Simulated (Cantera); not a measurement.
Feed: 1 mol Si, 2.4 mol HCl, 4 mol H₂, equilibrated at 100 Torr.

Points: T (K) = 725, 775, 825, 875, 925, 975, 1025, 1075, 1125, 1175, 1225, 1275.

Cantera's Mixture.equilibrate('TP', solver="vcs", rtol=1e-11, max_steps=5000) on the NASA tables stopped like this:

```
ERROR: FAILURE its = 5001!

*******************************************************************************
CanteraError thrown by MultiPhase::equilibrate:
VCS solver failed. Return code: -1
*******************************************************************************
```

Question: What got this run through?

Answer: Several could match; the one computed here: The failure is numerical, not chemical. The same input converged with solver="gibbs", rtol=1e-10, max_steps=50000, and the result passed a check of the equilibrium conditions:
```
log10 of partial pressures in bar; condensed amounts in mol
       T/K        H2       HCL     SiCL4    SiHCL3     SiCL2     SiCL3   SiH2CL2    Si(cr)
       725    -0.927    -4.032    -1.971    -2.378    -7.239    -5.799    -3.941    0.3533
       775    -0.927    -3.699    -1.970    -2.387    -6.496    -5.309    -3.917    0.3552
       825    -0.928    -3.409    -1.970    -2.397    -5.845    -4.880    -3.898     0.358
       875    -0.929    -3.152    -1.971    -2.408    -5.271    -4.502    -3.883     0.362
       925    -0.930    -2.925    -1.975    -2.420    -4.761    -4.168    -3.872    0.3676
       975    -0.932    -2.723    -1.983    -2.434    -4.307    -3.871    -3.865    0.3751
      1025    -0.934    -2.543    -1.995    -2.452    -3.901    -3.608    -3.863    0.3842
      1075    -0.938    -2.383    -2.014    -2.475    -3.538    -3.376    -3.867    0.3946
      1125    -0.943    -2.242    -2.044    -2.506    -3.214    -3.174    -3.878    0.4049
      1175    -0.949    -2.118    -2.088    -2.548    -2.928    -3.003    -3.899    0.4131
      1225    -0.957    -2.011    -2.153    -2.605    -2.677    -2.864    -3.931    0.4163
      1275    -0.965    -1.921    -2.245    -2.683    -2.463    -2.761    -3.979    0.4122
```

The gas is ideal and each condensed phase is pure. The tables' values for SiCl3 are old estimates; treat these amounts as uncertain.
